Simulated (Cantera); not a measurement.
Feed: 1 mol CH3SiCl3, 1.2 mol C2H2, 260 mol H2, equilibrated at 998.15 K and 1000 Pa.

Method: chemical equilibrium by Gibbs-energy minimisation in Cantera with the NASA 1993 tables (ideal gas, pure condensed phases). The feed counts by its element totals alone. The numbers say what is thermodynamically allowed, not how fast it happens.

```csv
species,before,after
H2,0.988,0.984
HCl,0.0114,0.0152
CH4,0.000950,0.000943
"C(graphite), mol",2.15,1.15
"SiC(s), mol",1.000,1.000
```
Gas species are given as mole fractions.

Task: Which change was made?
A. temperature from 998.15 K to 2400 K
B. pressure from 1000 Pa to 13300 Pa
C. CH3SiCl3 replaced by SiCl4
D. temperature from 998.15 K to 2398 K

Result: C, CH3SiCl3 replaced by SiCl4
